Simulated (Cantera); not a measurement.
Mixture: CH4 : H2 : O2 : N2 = 1 : 0.096 : 2.28 : 7.28 (molar parts), equivalence ratio 0.90, at 398 Torr, adiabatic and at constant pressure. Ignition delay is the time to a rise of 400 K.

Cantera simulation using GRI-Mech 3.0 (53 species, 325 reactions); the numbers are that mechanism's predictions, not measurements. Below about 1000 K GRI-Mech 3.0 lacks low-temperature oxidation paths. Below about 950 K walls govern HO2 and H2O2 in real vessels.

Task: What does this change do: pressure from 398 Torr to 3750 Torr?

Result: 
```json
[
 {"quantity": "delay at 900 K", "before": "1.01 s", "after": "0.282 s"},
 {"quantity": "delay at 1050 K", "before": "0.153 s", "after": "13.9 ms"},
 {"quantity": "delay at 1200 K", "before": "23.4 ms", "after": "2.94 ms"},
 {"quantity": "delay at 1350 K", "before": "4.19 ms", "after": "0.703 ms"},
 {"quantity": "delay at 1500 K", "before": "1.04 ms", "after": "0.181 ms"},
 {"quantity": "apparent activation energy between 1425 and 1575 K", "before": "150 kJ/mol", "after": "160 kJ/mol"}
]
```

Task: What does this change do: 0.25 parts H2O added?

Result: 
| quantity | before | after |
|---|---|---|
| delay at 900 K | 1.01 s | 1.03 s |
| delay at 1050 K | 0.153 s | 0.156 s |
| delay at 1200 K | 23.4 ms | 24.8 ms |
| delay at 1350 K | 4.19 ms | 4.47 ms |
| delay at 1500 K | 1.04 ms | 1.09 ms |
| apparent activation energy between 1425 and 1575 K | 150 kJ/mol | 150 kJ/mol |
